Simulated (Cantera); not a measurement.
Catalytic combustion on Pt

An isothermal plug-flow reactor at 975 K and 240 Torr (inlet), inlet velocity 0.42 m/s, active area per volume 410 1/m; feed H₂ : O₂ : N₂ : H₂O = 0.025 : 0.2 : 0.79 : 0.065 (molar parts), equivalence ratio 0.062.

Model: Deutschmann's 1995 Pt surface mechanism with GRI-Mech 3.0 gas chemistry, integrated in Cantera. Catalytic surfaces can have several steady states; this one follows from the mechanism file's or the stated starting coverage. Mass transfer to the wall is taken as infinitely fast.

```json
[
 {"z (m)": "0.00019", "x H₂": "0.00434", "x O₂": "0.177", "x H₂O": "0.0798", "θ free Pt": "0.212", "θ O*": "0.785", "θ OH*": "0.00326"},
 {"z (m)": "0.00033", "x H₂": "0.00148", "x O₂": "0.176", "x H₂O": "0.0828", "θ free Pt": "0.203", "θ O*": "0.794", "θ OH*": "0.00323"},
 {"z (m)": "0.00059", "x H₂": "0.000214", "x O₂": "0.176", "x H₂O": "0.0841", "θ free Pt": "0.199", "θ O*": "0.798", "θ OH*": "0.00322"},
 {"z (m)": "0.001", "x H₂": "1.04e-5", "x O₂": "0.176", "x H₂O": "0.0843", "θ free Pt": "0.198", "θ O*": "0.798", "θ OH*": "0.00322"},
 {"z (m)": "0.0019", "x H₂": "1.39e-8", "x O₂": "0.176", "x H₂O": "0.0843", "θ free Pt": "0.198", "θ O*": "0.798", "θ OH*": "0.00322"},
 {"z (m)": "0.0033", "x H₂": "3.62e-10", "x O₂": "0.176", "x H₂O": "0.0843", "θ free Pt": "0.198", "θ O*": "0.798", "θ OH*": "0.00322"},
 {"z (m)": "0.0059", "x H₂": "3.62e-10", "x O₂": "0.176", "x H₂O": "0.0843", "θ free Pt": "0.198", "θ O*": "0.798", "θ OH*": "0.00322"},
 {"z (m)": "0.01", "x H₂": "3.62e-10", "x O₂": "0.176", "x H₂O": "0.0843", "θ free Pt": "0.198", "θ O*": "0.798", "θ OH*": "0.00322"},
 {"z (m)": "0.019", "x H₂": "3.61e-10", "x O₂": "0.176", "x H₂O": "0.0843", "θ free Pt": "0.198", "θ O*": "0.798", "θ OH*": "0.00322"}
]
```
x: gas mole fraction; θ: surface coverage.
